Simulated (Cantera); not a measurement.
trisilylamine + N₂ (silicon nitride deposition)

A closed system holds: 1 mol trisilylamine, a varied amount of N₂, at 10.0 mbar.

These are equilibrium values from Cantera (NASA tables, ideal gas, pure condensed phases), not measurements of a reactor. Candidate condensed phases: Si, Si₃N₄; 18 gas species. The feed counts by its element totals alone. Mutual solubility and eutectic melting of coexisting phases are not modelled. The numbers say what is thermodynamically allowed, not how fast it happens.

Stable condensed phases:

```
T in °C \ n(N₂) in mol
         2.7  11  18  26  34  42  49  57  65  73
   1525    A   A   A   B   C   C   C   C   C   C
   1475    B   C   C   C   C   C   C   C   C   C
   1425    C   C   C   C   C   C   C   C   C   C
   1375    C   C   C   C   C   C   C   C   C   C
   1325    C   C   C   C   C   C   C   C   C   C
   1275    C   C   C   C   C   C   C   C   C   C
   1225    C   C   C   C   C   C   C   C   C   C
   1175    C   C   C   C   C   C   C   C   C   C
   1125    C   C   C   C   C   C   C   C   C   C
   1075    C   C   C   C   C   C   C   C   C   C
   1025    C   C   C   C   C   C   C   C   C   C
```

A: Si; B: Si + Si₃N₄; C: Si₃N₄.
